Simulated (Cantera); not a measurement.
Input: 1 mol C2F6, 0.17 mol HCl, 0.1 mol H2, equilibrated at 14.0 Pa.

Method: chemical equilibrium by Gibbs-energy minimisation in Cantera with the NASA 1993 tables (ideal gas, pure condensed phases). Candidate condensed phases: C, C6H6, C7H8, C8H18; 118 gas species. The feed counts by its element totals alone. Rates play no part.

### Question
Which condensed phases are stable at each of these points (T (K)): 2523, 2623, 2723, 2823, 2923, 3023, 3123, 3223, 3323, 3423, 3523?

### Answer
| T (K) | condensed phases | C condensed (%) |
|---|---|---|
| 2523 | C(graphite) | 82.1 |
| 2623 | C(graphite) | 61.7 |
| 2723 | gas only | 0.0 |
| 2823 | gas only | 0.0 |
| 2923 | gas only | 0.0 |
| 3023 | gas only | 0.0 |
| 3123 | gas only | 0.0 |
| 3223 | gas only | 0.0 |
| 3323 | gas only | 0.0 |
| 3423 | gas only | 0.0 |
| 3523 | gas only | 0.0 |

From 2523 K to 2623 K the condensed part is C(graphite). From 2723 K to 3523 K nothing is condensed.
